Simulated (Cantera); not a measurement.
A closed system holds: 1 mol Fe, 0.02 mol HCl, a varied amount of N2, held at 502 °C and 1.30 bar.

Cantera equilibrium calculation (NASA polynomials, part measured and part estimated; ideal gas, pure solids and liquids). Candidate condensed phases: Fe, FeCl2, FeCl3, NH4Cl; 18 gas species. Rates play no part.

x: gas mole fraction; n: condensed amount in mol.

```
n(N2) (mol)   x N2     x H2  x HCl     x NH3  x FeCl2  x Fe2Cl4  x FeCl3  n Fe(α)  n FeCl2(s)
-----------  -----  -------  -----  --------  -------  --------  -------  -------  ----------
0.065        0.863    0.128    [?]  0.000213  2.87e-5   1.86e-6  2.40e-9    0.990     0.00964
0.11         0.913   0.0791    [?]  0.000107  2.87e-5   1.86e-6  2.40e-9    0.990     0.00954
0.17         0.942   0.0522    [?]   5.84e-5  2.87e-5   1.86e-6  2.40e-9    0.991     0.00944
0.29         0.964   0.0309    [?]   2.68e-5  2.87e-5   1.86e-6  2.40e-9    0.991     0.00928
0.47         0.977   0.0189    [?]   1.30e-5  2.87e-5   1.86e-6  2.40e-9    0.991     0.00909
0.77         0.986   0.0114    [?]   6.06e-6  2.87e-5   1.86e-6  2.40e-9    0.991     0.00885
1.3          0.991  0.00653    [?]   2.65e-6  2.87e-5   1.86e-6  2.40e-9    0.991     0.00853
2.1          0.994  0.00389    [?]   1.22e-6  2.87e-5   1.86e-6  2.40e-9    0.992     0.00816
3.4          0.996  0.00229    [?]   5.50e-7  2.87e-5   1.86e-6  2.40e-9    0.992     0.00769
```

Q: Fill in the missing entries.

A: 
- 0.065, x HCl: 0.00961
- 0.11, x HCl: 0.00756
- 0.17, x HCl: 0.00615
- 0.29, x HCl: 0.00473
- 0.47, x HCl: 0.00370
- 0.77, x HCl: 0.00287
- 1.3, x HCl: 0.00217
- 2.1, x HCl: 0.00168
- 3.4, x HCl: 0.00129
